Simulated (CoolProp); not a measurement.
Vapour-liquid equilibrium of carbon dioxide (1) + n-pentane (2) at 266.7 K; x and y are mole fractions of (1).

Model: multi-fluid Helmholtz-energy mixture model, Span 1996 and Thol 2019; pair parameters Kunz 2012, in CoolProp.

### Question
Give the bubble pressure and the first vapour's composition at x = 0.45, 0.65, 0.75. Is there an azeotrope?

### Answer
x = 0.45: 1623 kPa, y = 0.988; x = 0.65: 2001 kPa, y = 0.991; x = 0.75: 2186 kPa, y = 0.992. No azeotrope shows between x = 0.05 and 0.95.

The pair parameters rest on a limited set of measurements; away from them the model extrapolates. The gap from Raoult's law changes sign with composition, which may be real or a fault of the pair parameters; it wasn't checked against measurements.
